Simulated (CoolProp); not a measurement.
A single-stage vapour-compression cycle with the fluid: evaporating at 209.15 K (dew point), condensing at 273.15 K (bubble point), superheat 2 K, subcooling 2 K, compressor efficiency 0.65, no pressure losses. The same conditions are run with several fluids, on thermodynamics alone (safety and materials aside).

Values from CoolProp's reference Helmholtz-energy equation of state of each fluid (carbonyl sulfide: Lemmon 2006; R22: Kamei 1995; R410A: Lemmon 2003; CH2F2 (R32): Tillner-Roth 1997; hydrogen chloride: Thol 2018; R152A: Outcalt 1996). Blends and air are pseudo-pure fits.

Rank carbonyl sulfide, R22, R410A, CH2F2 (R32), hydrogen chloride, R152A by cooling COP, highest first.

R152A (1.68), R22 (1.65), carbonyl sulfide (1.64), R410A (1.60), CH2F2 (R32) (1.59), hydrogen chloride (1.48)

| fluid | pressure ratio | discharge temperature (K) | refrigerating effect (kJ/kg) | volumetric capacity (kJ/m³) |
|---|---|---|---|---|
| carbonyl sulfide | 12.8 | 426.8 | 244 | 432 |
| R22 | 16.8 | 384.2 | 180 | 267 |
| R410A | 15.7 | 371.1 | 197 | 427 |
| CH2F2 (R32) | 15.7 | 429.7 | 295 | 464 |
| hydrogen chloride | 8.85 | 476.9 | 310 | 2000 |
| R152A | 22.8 | 371.1 | 265 | 116 |
